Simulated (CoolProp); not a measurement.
Vapour-liquid equilibrium of hydrogen sulfide (1) + benzene (2) at 70.25 °C; x and y are mole fractions of (1).

Values from CoolProp's multi-fluid Helmholtz-energy mixture model, Lemmon 2006 and Thol 2012; pair parameters Bell 2016.

Problem. Give the bubble pressure and the first vapour's composition at x = 0.2, 0.275, 0.35. Is there an azeotrope?

Solution. x = 0.2: 8.731 bar, y = 0.918; x = 0.275: 11.84 bar, y = 0.941; x = 0.35: 15.07 bar, y = 0.955. No azeotrope shows between x = 0.05 and 0.95.

Pair parameters are fitted to limited data, so mixtures are less certain than the pure fluids.
